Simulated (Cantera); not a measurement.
A diamond (100) surface in a fixed gas of H2 with x(CH4) = 0.014, x(H) = 0.022, at 1298 K, 41.3 Torr; coverages are run to steady state.

Cantera simulation using the Harris–Goodwin 1993 mechanism for the reconstructed diamond (100) surface; the numbers are that mechanism's predictions, not measurements.

One state of this run: growth (µm/h) = 0.197; θ c6HH = 0.378; θ c6H* = 0.0493; θ c6*H = 0.526; θ c6** = 0.0464; θ c6HM = 1.69e-5. θ: site fractions in the mechanism's names (c6HH fully hydrogenated, c6H* and c6*H radical sites, c6** diradical, c6HM methylated).

Which value of x(CH3) does it belong to?
(A) 2.8e-06
(B) 0.00046
(C) 6e-05
(D) 7.7e-06

D, 7.7e-06
